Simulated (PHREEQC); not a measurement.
Ca(OH)2 is added in steps, without added water, to 1 kg of water holding 1.1 mmol/kgw (NH4)2SO4, at 20 °C. O2 is buffered at 0.21 atm. The system is closed to CO2. Solids allowed: Gypsum. Others were left out.

Base run: PHREEQC, ion-association model, phreeqc.dat. Each further column changes one thing. The table gives pH.

```tsv
Ca(OH)2 added (mol)	base	temperature from 20 to 45 °C	(NH4)2SO4 from 0.0011 to 0.00121 mol/kgw	0.00022 mol/kgw HF added	no solid may form
0	6.07	5.72	6.05	…	6.07
7.5e-05	8.29	7.56	8.25	…	8.29
0.000225	8.84	8.11	8.79	…	8.84
0.0003	9.00	8.27	8.95	8.75	9.00
0.00045	9.26	8.53	9.20	9.08	9.26
0.000525	9.38	8.65	9.31	9.21	9.38
0.000675	9.61	8.88	9.52	9.44	9.61
0.00075	9.73	9.00	9.62	…	9.73
0.0009	10.00	9.26	9.85	…	10.00
0.000975	10.15	9.41	9.98	…	10.15
0.001125	10.49	9.74	10.27	10.24	10.49
0.0012	10.64	9.89	10.43	…	10.64
```

Some entries are withheld; supply them.


- 0, 0.00022 mol/kgw HF added: 3.79
- 7.5e-05, 0.00022 mol/kgw HF added: 4.30
- 0.000225, 0.00022 mol/kgw HF added: 8.50
- 0.00075, 0.00022 mol/kgw HF added: 9.56
- 0.0009, 0.00022 mol/kgw HF added: 9.80
- 0.000975, 0.00022 mol/kgw HF added: 9.93
- 0.0012, 0.00022 mol/kgw HF added: 10.41

 At this temperature some constants are extrapolated from 25 °C, and those without enthalpy data are left unchanged. Solids allowed in the column '0.00022 mol/kgw HF added': Gypsum, Fluorite.
